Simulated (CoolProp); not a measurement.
Vapour-liquid equilibrium of benzene (1) + m-xylene (2) at 0.496 MPa; x and y are mole fractions of (1).

Values from CoolProp's multi-fluid Helmholtz-energy mixture model, Thol 2012 and Zhou 2012; pair parameters Bell 2016.

```csv
x,bubble temperature (°C),y at the bubble point,dew temperature at overall composition x (°C),liquid density (mol/L)
0.05,204.5,0.132,208.0,6.525
0.125,196.7,0.299,204.8,6.734
0.2,189.7,0.433,201.4,6.944
0.275,183.4,0.543,197.9,7.155
0.35,177.5,0.634,194.2,7.368
0.425,172.2,0.708,190.2,7.585
0.5,167.3,0.770,186.0,7.807
0.575,162.7,0.822,181.4,8.035
0.65,158.5,0.866,176.4,8.268
0.725,154.6,0.904,170.9,8.509
0.8,150.9,0.936,164.7,8.758
0.875,147.5,0.963,157.6,9.015
0.95,144.3,0.986,149.1,9.282
```

No azeotrope shows between x = 0.05 and 0.95.

The pair parameters rest on a limited set of measurements; away from them the model extrapolates.
